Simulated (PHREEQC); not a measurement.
0.38 g of hydrous ferric oxide (600 m²/g; 0.2 weak and 0.005 strong sites per Fe, Dzombak-Morel constants, diffuse double layer) in 1 kg of water with 0.005 mol/kgw of an inert sodium salt and 0.001 mmol/kgw SrCl2 and 0.0032 mmol/kgw CuCl2, at 25 °C; the pH is set by adding NaOH or the inert anion's acid. O2 is buffered at 0.21 atm. The system is closed to CO2. Nothing may precipitate in this run.

The series has 17 steps of pH, from 3 to 9.

The numbers come from PHREEQC with the ion-association model, wateq4f.dat.

Near which pH is half of the Sr sorbed, and on which side is more sorbed?

Near pH 8.1, with more sorbed at higher pH.

Near which pH is half of the Cu sorbed, and on which side is more sorbed?

Near pH 4.8, with more sorbed at higher pH.

The database's constant for dissolved Cu(OH)2 is higher than later reviews accept. The oxide is taken as insoluble; below pH 4 it would dissolve.
